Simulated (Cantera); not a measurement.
Cantera run, input and output.

```python
import numpy as np
import cantera as ct

gas = ct.Solution("gri30.yaml")
gas.TPX = 750, 101325, {'CO': 1, 'H2': 0.074, 'CH4': 0.45, 'O2': 1.65, 'N2': 11.1}
inlet = ct.Reservoir(gas, clone=True)
gas.equilibrate("HP")  # start burning
reactor = ct.IdealGasConstPressureReactor(gas, energy="on", clone=False)
exhaust = ct.Reservoir(gas, clone=True)
tau = [0.12, 0.051, 0.023, 0.01, 0.0045, 0.002, 0.00088, 0.00039, 0.00017, 7.6e-05, 3.4e-05, 1.5e-05, 6.6e-06][0]
for a, b in ((inlet, reactor), (reactor, exhaust)):
    ct.MassFlowController(a, b, mdot=lambda t: reactor.mass / tau)
net = ct.ReactorNet([reactor])
show = ['CO', 'H2', 'CH4', 'H', 'HCO', 'O']

rows = []
print(f"{'tau/s':>10s}{'T/K':>9s}" + "".join(f"{s:>11s}" for s in show))
for tau in [0.12, 0.051, 0.023, 0.01, 0.0045, 0.002, 0.00088, 0.00039, 0.00017, 7.6e-05, 3.4e-05, 1.5e-05, 6.6e-06]:
    net.initial_time = 0.0
    net.advance(30 * tau)
    before = gas.X
    net.advance(40 * tau)
    drift = np.max(np.abs(gas.X - before) / (gas.X + 1e-9))
    rows.append([gas.T, *gas[show].X, drift])
    print(f"{tau:10.3e}{gas.T:9.1f}" + "".join(f"{x:11.3e}" for x in gas[show].X))
```

Result:

```
     tau/s      T/K         CO         H2        CH4          H        HCO          O
 1.200e-01   1994.9  3.896e-03  5.617e-04  2.472e-06  1.391e-04  1.202e-08  3.101e-04
 5.100e-02   1975.9  5.787e-03  8.483e-04  4.339e-06  2.706e-04  2.866e-08  4.959e-04
 2.300e-02   1950.4  8.225e-03  1.234e-03  7.270e-06  5.046e-04  6.401e-08  7.752e-04
 1.000e-02   1914.5  1.149e-02  1.777e-03  1.257e-05  9.456e-04  1.466e-07  1.222e-03
 4.500e-03   1870.4  1.524e-02  2.433e-03  2.171e-05  1.662e-03  3.188e-07  1.840e-03
 2.000e-03   1815.1  1.964e-02  3.208e-03  3.925e-05  2.797e-03  6.860e-07  2.678e-03
 8.800e-04   1747.2  2.485e-02  4.037e-03  7.629e-05  4.411e-03  1.456e-06  3.691e-03
 3.900e-04   1665.4  3.168e-02  4.790e-03  1.652e-04  6.193e-03  3.047e-06  4.613e-03
 1.700e-04   1554.9  4.396e-02  5.430e-03  4.776e-04  6.829e-03  6.793e-06  4.615e-03
 7.600e-05    750.0  7.006e-02  5.184e-03  3.153e-02  6.423e-15  6.160e-19  7.682e-14
 3.400e-05    750.0  7.006e-02  5.184e-03  3.153e-02  4.403e-15  4.219e-19  5.807e-14
 1.500e-05    750.0  7.006e-02  5.184e-03  3.153e-02  2.368e-15  2.265e-19  3.724e-14
 6.600e-06    750.0  7.006e-02  5.184e-03  3.153e-02  9.570e-16  9.112e-20  2.051e-14
```

Detailed kinetics in Cantera: GRI-Mech 3.0 (53 species, 325 reactions).
